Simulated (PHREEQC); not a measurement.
0.81 g of hydrous ferric oxide (600 m²/g; 0.2 weak and 0.005 strong sites per Fe, Dzombak-Morel constants, diffuse double layer) in 1 kg of water with 0.05 mol/kgw of an inert sodium salt and 0.00035 mol NaH2PO4 and 2.1e-06 mol ZnSO4, at 25 °C; the pH is set by adding NaOH or the inert anion's acid. O2 is buffered at 0.21 atm. No CO2 enters from the air. Precipitation was switched off in this run.

The series has 17 steps of pH, from 3 to 9.

Computed with PHREEQC (ion-association model, wateq4f.dat).

Near which pH is half of the S sorbed, and on which side is more sorbed?

Near pH 6.0, with more sorbed at lower pH.

Near which pH is half of the Zn sorbed, and on which side is more sorbed?

Near pH 5.6, with more sorbed at higher pH.

At which pH does the surface charge pass through zero?

Near pH 7.5.

Complexes and solids missing from the database can't appear. H3PO4, which wateq4f.dat lacks, is added to it with the constant of phreeqc.dat. The database has no phosphate complexes of Zn. The oxide is taken as insoluble; below pH 4 it would dissolve.
